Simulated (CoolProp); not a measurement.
Methane at 274.77 K and 7.41 MPa flows at 2.4 m/s in a round tube of 4.6 mm bore and 45 µm roughness, fully developed (64/Re and Nu = 3.66 if laminar; Colebrook and Gnielinski if turbulent). Each further row changes one setting.

Model: reference Helmholtz-energy equation of state, Setzmann 1991, in CoolProp.

| case | Reynolds number | Darcy friction factor | pressure drop (Pa/m) | heat-transfer coefficient (W/(m² K)) | mass flow (kg/h) |
|---|---|---|---|---|---|
| as stated | 55600 | 0.0387 | 1510 | ? | 8.94 |
| velocity 4.8 m/s | 111000 | 0.0382 | ? | ? | 17.9 |
| diameter 9.2 mm | 111000 | 0.0310 | 605 | 1760 | 35.8 |

Problem. What belongs in the gaps?

Solution. 
- as stated, heat-transfer coefficient (W/(m² K)): 2190
- velocity 4.8 m/s, pressure drop (Pa/m): 5950
- velocity 4.8 m/s, heat-transfer coefficient (W/(m² K)): 4350

Viscosity comes from a separate model (Quiñones-Cisneros 2006). Thermal conductivity comes from a separate model (Friend 1989).
